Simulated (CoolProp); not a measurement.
The numbers come from the reference Helmholtz-energy equation of state, Span 2003 in CoolProp. It is a short technical equation, of lower accuracy than the large ones.

Problem. For n-heptane, give the phase and the density (kg/m³), Joule-Thomson coefficient (K/MPa) at 167.25 °C and 13.2 MPa; 248.15 °C and 13.2 MPa.

Solution. 
- 167.25 °C and 13.2 MPa: liquid; density 577, Joule-Thomson coefficient -0.207
- 248.15 °C and 13.2 MPa: liquid; density 501, Joule-Thomson coefficient 0.0302
